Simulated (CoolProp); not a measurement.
The fluid at 298.15 K and 0.607 MPa flows at 0.062 m/s in a round tube of 12.7 mm bore and 45 µm roughness, fully developed (64/Re and Nu = 3.66 if laminar; Colebrook and Gnielinski if turbulent). The same conditions are run with several fluids, on thermodynamics alone (safety and materials aside).

Computed with CoolProp (reference Helmholtz-energy equation of state of each fluid (normal hydrogen: Leachman 2009; ethane: Bücker 2006; oxygen: Schmidt 1985; R410A: Lemmon 2003; R507A: Lemmon 2003)). Blends and air are pseudo-pure fits.

| fluid | Reynolds number | Darcy friction factor | pressure drop (Pa/m) | heat-transfer coefficient (W/(m² K)) | mass flow (kg/h) |
|---|---|---|---|---|---|
| normal hydrogen | 43.5 | 1.47 | 0.110 | 53.7 | 0.0139 |
| ethane | 642 | 0.0997 | 0.117 | 6.19 | 0.218 |
| oxygen | 300 | 0.213 | 0.254 | 7.66 | 0.222 |
| R410A | 1170 | 0.0547 | 0.161 | 4.01 | 0.548 |
| R507A | 1730 | 0.0370 | 0.152 | 4.07 | 0.766 |

Transport values come from each fluid's own correlations.
